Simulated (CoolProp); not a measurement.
Vapour-liquid equilibrium of C3F8 (R218) (1) + c-C4F8 (RC318) (2) at 4.54 bar; x and y are mole fractions of (1).

The numbers come from the multi-fluid Helmholtz-energy mixture model, Lemmon 2006 and Platzer 1990; pair parameters Bell 2016 in CoolProp. This equation is an older, rougher fit; its heat capacities, sound speeds and derivatives of the liquid may be far off and weren't checked against measurements.

| x | bubble temperature, mixture model (K) | bubble temperature, Raoult's law (K) | y, mixture model | y, Raoult's law |
|---|---|---|---|---|
| 0.05 | 309.6 | 307.7 | 0.069 | 0.123 |
| 0.2 | 306.0 | 300.5 | 0.299 | 0.407 |
| 0.35 | 300.7 | 294.4 | 0.526 | 0.604 |
| 0.5 | 294.5 | 289.2 | 0.712 | 0.744 |
| 0.65 | 288.2 | 284.6 | 0.845 | 0.847 |
| 0.8 | 282.4 | 280.6 | 0.932 | 0.925 |
| 0.95 | 277.5 | 277.1 | 0.987 | 0.983 |

The largest gap from Raoult's law is +6.3 K in bubble temperature, at x = 0.35. No azeotrope shows between x = 0.05 and 0.95.

Pair parameters are fitted to limited data, so mixtures are less certain than the pure fluids.
